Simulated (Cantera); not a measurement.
## Gas-phase reforming

An isothermal, constant-pressure homogeneous reactor starts with 86.0 % CH₄, 13.0 % H₂O, 1.00 % H₂, at 1825 K and 0.987 atm.

Computed with Cantera and GRI-Mech 3.0 (53 species, 325 reactions). GRI-Mech 3.0 stops at C3 and has no aromatics, soot or wall deposition, so with more carbon than oxygen in the feed, carbon stays in small species such as C2H2 where larger ones or solid carbon would form.

```json
[
 {"t (s)": "5.00e-6", "x CH₄": "0.858", "x H₂O": "0.130", "x H₂": "0.0107", "x O": "4.08e-11", "x OH": "7.09e-7"},
 {"t (s)": "1.46e-5", "x CH₄": "0.854", "x H₂O": "0.130", "x H₂": "0.0125", "x O": "2.36e-10", "x OH": "1.71e-6"},
 {"t (s)": "4.29e-5", "x CH₄": "0.837", "x H₂O": "0.129", "x H₂": "0.0225", "x O": "7.49e-10", "x OH": "3.11e-6"},
 {"t (s)": "0.000126", "x CH₄": "0.753", "x H₂O": "0.125", "x H₂": "0.0808", "x O": "1.40e-9", "x OH": "4.40e-6"},
 {"t (s)": "0.000368", "x CH₄": "0.545", "x H₂O": "0.111", "x H₂": "0.248", "x O": "8.87e-10", "x OH": "3.79e-6"},
 {"t (s)": "0.00108", "x CH₄": "0.326", "x H₂O": "0.0928", "x H₂": "0.432", "x O": "4.78e-10", "x OH": "3.04e-6"},
 {"t (s)": "0.00316", "x CH₄": "0.162", "x H₂O": "0.0791", "x H₂": "0.568", "x O": "3.34e-10", "x OH": "2.66e-6"},
 {"t (s)": "0.00926", "x CH₄": "0.0678", "x H₂O": "0.0678", "x H₂": "0.648", "x O": "2.77e-10", "x OH": "2.41e-6"},
 {"t (s)": "0.0271", "x CH₄": "0.0297", "x H₂O": "0.0533", "x H₂": "0.688", "x O": "2.28e-10", "x OH": "1.96e-6"},
 {"t (s)": "0.0795", "x CH₄": "0.0195", "x H₂O": "0.0301", "x H₂": "0.713", "x O": "1.34e-10", "x OH": "1.10e-6"},
 {"t (s)": "0.233", "x CH₄": "0.0147", "x H₂O": "0.00720", "x H₂": "0.734", "x O": "3.27e-11", "x OH": "2.59e-7"},
 {"t (s)": "0.683", "x CH₄": "0.0129", "x H₂O": "0.000154", "x H₂": "0.740", "x O": "<1e-12", "x OH": "5.52e-9"},
 {"t (s)": "2.00", "x CH₄": "0.0129", "x H₂O": "3.68e-7", "x H₂": "0.741", "x O": "<1e-12", "x OH": "1.32e-11"}
]
```
x: mole fraction; the columns are a selection and need not sum to one.

Equilibrium at this temperature and pressure: CH₄ 0.0129, H₂O 3.67e-7, H₂ 0.741, O <1e-12, OH 1.32e-11 (gas phase only).
